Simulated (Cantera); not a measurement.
Feed: 1 mol acetone, 0.0072 mol O2, 9.4 mol N2, at 0.188 Torr.

Equilibrium computed with Cantera from the NASA thermochemical tables; the gas is ideal and each condensed phase is pure. Candidate condensed phases: C, C6H6, C7H8, C8H18, H2O; 136 gas species. The feed counts by its element totals alone. Rates play no part.

x: gas mole fraction; n: condensed amount in mol.

```json
[
 {"T (°C)": "1800", "x N2": "0.673", "x H": "0.0700", "x H2": "0.177", "x CO": "0.0730", "x C3": "6.27e-7", "x CN": "7.34e-5", "x HCN": "0.00671", "x C": "5.55e-7", "n C(graphite)": "1.88"},
 {"T (°C)": "1875", "x N2": "0.660", "x H": "0.104", "x H2": "0.155", "x CO": "0.0717", "x C3": "3.28e-6", "x CN": "0.000175", "x HCN": "0.00812", "x C": "2.37e-6", "n C(graphite)": "1.85"},
 {"T (°C)": "1950", "x N2": "0.644", "x H": "0.146", "x H2": "0.129", "x CO": "0.0701", "x C3": "1.53e-5", "x CN": "0.000392", "x HCN": "0.00936", "x C": "9.16e-6", "n C(graphite)": "1.82"},
 {"T (°C)": "2025", "x N2": "0.627", "x H": "0.192", "x H2": "0.100", "x CO": "0.0683", "x C3": "6.45e-5", "x CN": "0.000830", "x HCN": "0.0102", "x C": "3.24e-5", "n C(graphite)": "1.79"},
 {"T (°C)": "2100", "x N2": "0.610", "x H": "0.237", "x H2": "0.0720", "x CO": "0.0666", "x C3": "0.000247", "x CN": "0.00167", "x HCN": "0.0106", "x C": "0.000106", "n C(graphite)": "1.75"},
 {"T (°C)": "2175", "x N2": "0.595", "x H": "0.276", "x H2": "0.0480", "x CO": "0.0650", "x C3": "0.000870", "x CN": "0.00323", "x HCN": "0.0105", "x C": "0.000321", "n C(graphite)": "1.69"},
 {"T (°C)": "2250", "x N2": "0.581", "x H": "0.304", "x H2": "0.0299", "x CO": "0.0636", "x C3": "0.00283", "x CN": "0.00600", "x HCN": "0.00988", "x C": "0.000911", "n C(graphite)": "___"},
 {"T (°C)": "2325", "x N2": "0.565", "x H": "0.321", "x H2": "0.0178", "x CO": "0.0622", "x C3": "0.00861", "x CN": "0.0107", "x HCN": "0.00898", "x C": "0.00243", "n C(graphite)": "___"},
 {"T (°C)": "2400", "x N2": "0.543", "x H": "0.325", "x H2": "0.0101", "x CO": "0.0601", "x C3": "0.0245", "x CN": "0.0184", "x HCN": "0.00784", "x C": "0.00615", "n C(graphite)": "___"},
 {"T (°C)": "2475", "x N2": "0.536", "x H": "0.333", "x H2": "0.00600", "x CO": "0.0594", "x C3": "0.0232", "x CN": "0.0219", "x HCN": "0.00499", "x C": "0.0104", "n C(graphite)": "___"}
]
```

Q: Fill in the missing entries.

A: 
- 2250, n C(graphite): 1.53
- 2325, n C(graphite): 1.13
- 2400, n C(graphite): 0.0502
- 2475, n C(graphite): 0
